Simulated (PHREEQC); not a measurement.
Make-up at 25 °C: 0.034 mol/kgw NaH2PO4, 0.000275 mol/kgw K2CO3 and 0.00062 mol/kgw Na2S. Closed to the air; pH follows from the charge balance.

All values are PHREEQC results (ion-association model, phreeqc.dat), not measurements.

Q: The ionic strength comes out as 0.0374 mol/kgw. What activity coefficients do NaHPO4-, Na+, HS-, HCO3-, HPO4-2 get?

A: NaHPO4- 0.85, Na+ 0.84, HS- 0.83, HCO3- 0.85, HPO4-2 0.50.

This is a speciation only: nothing precipitates in the calculation.
